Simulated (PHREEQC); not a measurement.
A solution holds 0.038 mol/kgw NH4HF2, 0.00031 mol/kgw H2SiF6, 0.048 mol/kgw H3BO3 and 0.017 mol/kgw H2SO4, at 25 °C. It is in equilibrium with CO2 at log p = -2 (atm). Otherwise closed; pH follows from the charge balance.

All values are PHREEQC results (ion-association model, phreeqc.dat), not measurements.

Problem. The ionic strength comes out as 0.0572 mol/kgw. What activity coefficients do NH4+, SiF6-2, HSO4-, H+, HF2- get?

Solution. NH4+ 0.79, SiF6-2 0.45, HSO4- 0.81, H+ 0.85, HF2- 0.81.

Precipitation was switched off in this run. Species that the database lacks are ignored. SiF6-2 is the database's only silicon fluoride. Real BF4- forms and hydrolyses slowly; the run takes it at equilibrium.
